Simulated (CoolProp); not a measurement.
A closed Brayton cycle with dry air: compressor inlet 316.15 K and 2 MPa, high pressure 3.87 MPa, turbine inlet 785 K, compressor efficiency 0.8, turbine efficiency 0.9, recuperator effectiveness 0.9 (on enthalpy, no pinch check). Each further row changes one setting.

The numbers come from the reference Helmholtz-energy equation of state, Lemmon 2000 in CoolProp. It is a pseudo-pure fit of the blend.

```json
[
 {"case": "as stated", "thermal efficiency (%)": "26.8", "net work (kJ/kg)": "41.4", "compressor to turbine work": "0.67", "compressor exit (K)": "398.3", "turbine exit (K)": "671.2"},
 {"case": "turbine inlet 735 K", "thermal efficiency (%)": "23.6", "net work (kJ/kg)": "___", "compressor to turbine work": "___", "compressor exit (K)": "398.3", "turbine exit (K)": "627.4"},
 {"case": "compressor inlet 326.15 K", "thermal efficiency (%)": "___", "net work (kJ/kg)": "38.7", "compressor to turbine work": "0.69", "compressor exit (K)": "___", "turbine exit (K)": "671.2"},
 {"case": "high pressure 3.29 MPa", "thermal efficiency (%)": "___", "net work (kJ/kg)": "34.7", "compressor to turbine work": "___", "compressor exit (K)": "376.6", "turbine exit (K)": "___"},
 {"case": "recuperator effectiveness 0.5", "thermal efficiency (%)": "15.4", "net work (kJ/kg)": "41.4", "compressor to turbine work": "0.67", "compressor exit (K)": "398.3", "turbine exit (K)": "671.2"}
]
```

**Question.** Complete the blanks.

**Answer.** 
- turbine inlet 735 K, net work (kJ/kg): 33.5
- turbine inlet 735 K, compressor to turbine work: 0.71
- compressor inlet 326.15 K, thermal efficiency (%): 25.3
- compressor inlet 326.15 K, compressor exit (K): 410.8
- high pressure 3.29 MPa, thermal efficiency (%): 26.6
- high pressure 3.29 MPa, compressor to turbine work: 0.64
- high pressure 3.29 MPa, turbine exit (K): 697.7
